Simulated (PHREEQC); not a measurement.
Consider water at 25 °C with 36 mmol/kgw HCl and 0.033 mmol/kgw LiCl. Closed to the air; pH follows from the charge balance.

All values are PHREEQC results (ion-association model, phreeqc.dat), not measurements.

| Property | Value |
|---|---|
| pH | 1.51 |
| ionic strength | 0.0360 mol/kgw |
| specific conductance | 13600 µS/cm |
| total alkalinity | -36.0 meq/kg |

```json
[
 {"species": "Cl-", "molality": "0.0360", "activity": "0.0301", "log γ": "-0.078"},
 {"species": "H+", "molality": "0.0360", "activity": "0.0312", "log γ": "-0.062"},
 {"species": "Li+", "molality": "3.30e-5", "activity": "2.81e-5", "log γ": "-0.070"}
]
```

Precipitation was switched off in this run.
